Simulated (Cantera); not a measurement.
Charge: 1 mol SiHCl₃, 0.48 mol HCl, 68 mol H₂, at 1925 K and 0.00110 bar.

Cantera equilibrium calculation (NASA polynomials, part measured and part estimated; ideal gas, pure solids and liquids). Candidate condensed phases: Si; 19 gas species. The tables' values for SiCl are old estimates; treat these amounts as uncertain. Gases not in the tables: Si₂H₆ and higher silanes. The numbers say what is thermodynamically allowed, not how fast it happens.

Base state: H₂ 0.917, HCl 0.0407, H 0.0276, Si 0.00986, SiCl₂ 0.00296, Cl 0.000922, SiCl 0.000602, SiH 0.000255 (mole fractions); condensed: gas only.

Problem. What changes in the equilibrium state with this change: temperature from 1925 K to 2300 K?

Solution. 
```json
[
 {"species": "H₂", "before": "0.917", "after": "0.701"},
 {"species": "H", "before": "0.0276", "after": "0.244"},
 {"species": "HCl", "before": "0.0407", "after": "0.0338"},
 {"species": "Cl", "before": "0.000922", "after": "0.00849"},
 {"species": "Si", "before": "0.00986", "after": "0.0119"},
 {"species": "SiCl₂", "before": "0.00296", "after": "4.03e-5"},
 {"species": "Si₂", "before": "5.28e-5", "after": "3.24e-6"},
 {"species": "SiH₂", "before": "3.89e-5", "after": "4.60e-6"},
 {"species": "SiCl", "before": "0.000602", "after": "0.000135"},
 {"species": "SiH", "before": "0.000255", "after": "0.000122"}
]
```
